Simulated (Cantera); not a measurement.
A perfectly stirred reactor is fed with 35.7 % NO, 64.3 % N₂, at 100.0 Torr; it is held at 2148 K, and followed from long to short residence time.

Detailed kinetics in Cantera: GRI-Mech 3.0 (53 species, 325 reactions).

### Question
Predict: x(NO) at τ = 0.600 s; x(N₂O) at τ = 0.600 s; x(O) at τ = 0.600 s; x(O₂) at τ = 0.600 s; x(NO₂) at τ = 0.600 s; x(NO) at τ = 7.10 ms; x(N₂O) at τ = 7.10 ms; x(O) at τ = 7.10 ms; x(O₂) at τ = 7.10 ms; x(NO₂) at τ = 7.10 ms.

### Answer
```
Property                 Result
---------------------  --------
x(NO) at τ = 0.600 s      0.203
x(N₂O) at τ = 0.600 s   1.60e-5
x(O) at τ = 0.600 s     0.00152
x(O₂) at τ = 0.600 s     0.0763
x(NO₂) at τ = 0.600 s   6.13e-5
x(NO) at τ = 7.10 ms      0.356
x(N₂O) at τ = 7.10 ms   5.22e-5
x(O) at τ = 7.10 ms    0.000351
x(O₂) at τ = 7.10 ms   0.000501
x(NO₂) at τ = 7.10 ms   2.16e-5
```
